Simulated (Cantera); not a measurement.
Charge: 1 mol borazine, 0.79 mol N2, 110 mol H2, held at 2375 K and 1.00 bar.

Method: chemical equilibrium by Gibbs-energy minimisation in Cantera with the NASA 1993 tables (ideal gas, pure condensed phases). The feed counts by its element totals alone. Mutual solubility and eutectic melting of coexisting phases are not modelled. The tables' values for BH2 are old estimates; treat these amounts as uncertain. Gases not in the tables: B2H6 and higher boranes. Rates play no part.

```tsv
species	before	after
H2	0.970	0.987
N2	0.0138	0.00725
H	0.0139	0.00553
BH2	0.00268	0.000632
B	2.45e-5	1.30e-6
BH	1.73e-5	1.52e-6
BH3	7.46e-5	2.73e-5
B(l), mol	1.27	0
BN(s), mol	1.40	2.92
```
Gas species are given as mole fractions.

### Question
Which change was made?
(A) pressure from 1.00 bar to 65.0 mbar
(B) temperature from 2375 K to 2198 K
(C) temperature from 2375 K to 800 K
(D) temperature from 2375 K to 1398.15 K

### Answer
B, temperature from 2375 K to 2198 K
